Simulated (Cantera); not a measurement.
Input: 1 mol BCl₃, 0.11 mol H₂O, a varied amount of N₂, at 1.33 mbar.

These are equilibrium values from Cantera (NASA tables, ideal gas, pure condensed phases), not measurements of a reactor. Candidate condensed phases: B, BN, B₂O₃, B₃O₃H₃, H₂O, NH₄Cl; 49 gas species. N₂ is the only nitrogen source here; it is nearly inert below about 1500 K, so the nitride shown seldom forms there in practice. The tables' values for BCl₂ are old estimates. The numbers say what is thermodynamically allowed, not how fast it happens.

Stable condensed phases, one row left out:

```
T in K \ n(N₂) in mol
         0.43    1  1.6  2.3  2.9  3.5  4.1  4.7  5.3  5.9  6.5
   2248     A    A    A    A    A    A    A    A    A    A    A
   2173     A    A    A    A    A    A    A    A    A    A    A
   2098     A    A    A    A    A    A    A    A    A    A    A
   2023     A    A    A    A    A    A    A    A    A    A    A
   1948     A    A    A    A    A    A    A    A    A    A    A
   1873     A    A    A    A    A    A    A    A    A    A    A
   1798     A    A    A    A    A    A    A    A    A    A    A
   1723     A    A    A    A    A    A    A    A    A    A    A
   1648     A    A    A    A    A    A    A    B    B    B    B
   1573     A    B    B    B    B    B    B    B    B    B    B
   1423     B    B    B    B    B    B    B    B    B    B    B
```

A: gas only; B: BN.

**Question.** Give the row for 1498 K.

**Answer.** 0.43: BN; 1: BN; 1.6: BN; 2.3: BN; 2.9: BN; 3.5: BN; 4.1: BN; 4.7: BN; 5.3: BN; 5.9: BN; 6.5: BN.
